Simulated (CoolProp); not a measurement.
o-xylene at 293.15 K and 4.5 MPa flows at 20 m/s in a round tube of 10 mm bore and 15 µm roughness, fully developed (64/Re and Nu = 3.66 if laminar; Colebrook and Gnielinski if turbulent). Each further row changes one setting.

The numbers come from the reference Helmholtz-energy equation of state, Zhou 2012 in CoolProp.

| case | Reynolds number | Darcy friction factor | pressure drop (Pa/m) | heat-transfer coefficient (W/(m² K)) | mass flow (kg/h) |
|---|---|---|---|---|---|
| as stated | 210000 | 0.0228 | 402000 | 23700 | 4990 |
| velocity 40 m/s | 419000 | 0.0223 | 1570000 | 46900 | 9990 |
| diameter 20 mm | 419000 | 0.0192 | 170000 | 21300 | 20000 |

Viscosity comes from a separate model (Cao 2016). Thermal conductivity comes from a separate model (Mylona 2014).
